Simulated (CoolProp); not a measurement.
A single-stage vapour-compression cycle with the fluid: evaporating at 241.15 K (dew point), condensing at 265.15 K (bubble point), superheat 0 K, subcooling 8 K, compressor efficiency 0.7, no pressure losses. The same conditions are run with several fluids, on thermodynamics alone (safety and materials aside).

Values from CoolProp's reference Helmholtz-energy equation of state of each fluid (cis-2-butene: Lemmon 2005; R1224YDZ: Akasaka 2023; C2F6 (R116): Lemmon 2006; R134a: Tillner-Roth 1994; R227EA: Lemmon 2016; n-butane: Bücker 2006).

| fluid | cooling COP | pressure ratio | discharge temperature (K) | refrigerating effect (kJ/kg) | volumetric capacity (kJ/m³) |
|---|---|---|---|---|---|
| cis-2-butene | 6.83 | 3.10 | 288.2 | 414 | ___ |
| R1224YDZ | 6.83 | 3.56 | 279.4 | 174 | 140 |
| C2F6 (R116) | 6.11 | ___ | 268.9 | ___ | 4440 |
| R134a | ___ | 2.83 | 282.3 | 200 | 810 |
| R227EA | 6.74 | ___ | ___ | 121 | ___ |
| n-butane | 6.84 | 2.96 | 278.4 | ___ | 283 |

Q: What belongs in the gaps?

A: 
- cis-2-butene, volumetric capacity (kJ/m³): 240
- C2F6 (R116), pressure ratio: 2.08
- C2F6 (R116), refrigerating effect (kJ/kg): 74.2
- R134a, cooling COP: 6.78
- R227EA, pressure ratio: 2.93
- R227EA, discharge temperature (K): 268.2
- R227EA, volumetric capacity (kJ/m³): 517
- n-butane, refrigerating effect (kJ/kg): 377
